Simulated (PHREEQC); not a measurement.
Make-up at 20 °C: 0.00561 mol NH4BF4 per kg of water. Closed to the air; pH follows from the charge balance.

All values are PHREEQC results (ion-association model, phreeqc.dat), not measurements.

No solid was allowed to form.

Question: Order these B species by the share of B that they hold, largest first: BF2(OH)2-, BF4-, BF3OH-, H3BO3.

Answer: BF4- (70 %), H3BO3 (19 %), BF3OH- (8.3 %), BF2(OH)2- (3.3 %)

Question: Order these F species by the share of F that they hold, largest first: F-, HF, BF3OH-, BF2(OH)2-, BF4-.

Answer: BF4- (70 %), HF (13 %), F- (9.6 %), BF3OH- (6.2 %), BF2(OH)2- (1.7 %)

The pH is 2.98 and the ionic strength 0.00674 mol/kgw. Complexes and solids missing from the database can't appear. Real BF4- forms and hydrolyses slowly; the run takes it at equilibrium.
